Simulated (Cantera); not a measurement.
A perfectly stirred reactor is fed with 7.83 % CH4, 1.49 % C2H6, 1.10 % C3H8, 18.8 % O2, 70.8 % N2, at 4.93 atm; it is adiabatic with a 325 K inlet, and is followed from long to short residence time, starting on the burning branch (τ in s: 0.042, 0.024, 0.013, 0.0076, 0.0044, 0.0025, 0.0014, 0.0008, 0.00046, 0.00026, 0.00015, 8.4e-05, 4.8e-05).

Model: GRI-Mech 3.0 (53 species, 325 reactions), integrated in Cantera.

x: mole fraction; the columns are a selection and need not sum to one.

```csv
τ (s),T (K),x CH4,x C2H6,x C3H8,x C2H2,x C2H4,x O
0.042,2024,0.000963,5.96e-7,1.45e-7,0.000433,5.91e-6,[?]
0.024,2024,0.00131,1.13e-6,2.48e-7,0.000688,1.09e-5,[?]
0.013,2024,0.00174,2.21e-6,4.45e-7,0.00104,2.03e-5,[?]
0.0076,2023,0.00213,3.84e-6,7.42e-7,0.00139,3.39e-5,[?]
0.0044,2020,0.00253,6.59e-6,1.25e-6,0.00176,5.52e-5,[?]
0.0025,2013,0.00294,1.14e-5,2.14e-6,0.00211,8.92e-5,[?]
0.0014,2001,0.00340,1.99e-5,3.77e-6,0.00244,0.000144,[?]
0.00080,1982,0.00395,3.50e-5,6.66e-6,0.00272,0.000231,[?]
0.00046,1951,0.00478,6.58e-5,1.24e-5,0.00297,0.000389,[?]
0.00026,1878,0.00684,0.000168,3.02e-5,0.00317,0.000834,[?]
0.00015,325,0.0783,0.0149,0.0110,<1e-12,<1e-12,<1e-12
8.4e-5,325,0.0783,0.0149,0.0110,<1e-12,<1e-12,<1e-12
4.8e-5,325,0.0783,0.0149,0.0110,<1e-12,<1e-12,<1e-12
```

**Question.** Complete the blanks.

**Answer.** 
- 0.042, x O: 5.23e-7
- 0.024, x O: 7.28e-7
- 0.013, x O: 1.10e-6
- 0.0076, x O: 1.64e-6
- 0.0044, x O: 2.51e-6
- 0.0025, x O: 3.98e-6
- 0.0014, x O: 6.45e-6
- 0.00080, x O: 1.03e-5
- 0.00046, x O: 1.62e-5
- 0.00026, x O: 2.47e-5
